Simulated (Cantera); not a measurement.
## Carbon deposition, reforming and gasification: C2H6 + H2O + N2

A closed system holds: 1 mol C2H6, 0.041 mol H2O, 16 mol N2, held at 11.0 bar.

Equilibrium computed with Cantera from the NASA thermochemical tables; the gas is ideal and each condensed phase is pure. Candidate condensed phases: C, C6H6, C7H8, C8H18, H2O; 136 gas species. Kinetics and transport are ignored.

```tsv
T (K)	log p N2	log p H2	log p HCN	log p H	log p HNC	n C(graphite)
2098	0.96	0.23	-1.07	-2.40	-2.25	1.79
2198	0.96	0.23	-0.93	-2.14	-2.03	1.72
2298	0.96	0.22	-0.80	-1.91	-1.84	1.63
2398	0.96	0.21	-0.68	-1.70	-1.67	1.52
2498	0.96	0.20	-0.58	-1.51	-1.51	1.38
2598	0.95	0.18	-0.48	-1.33	-1.36	1.22
2698	0.95	0.16	-0.39	-1.17	-1.23	1.02
```
log p: log10 of the partial pressure in bar; n: condensed amount in mol.

From 2098 K to 2698 K the condensed part is C(graphite). The main C-bearing gas is HCN throughout. The share of C in condensed phases is highest at 2098 K (89.6 %) and lowest at 2698 K (51.2 %).
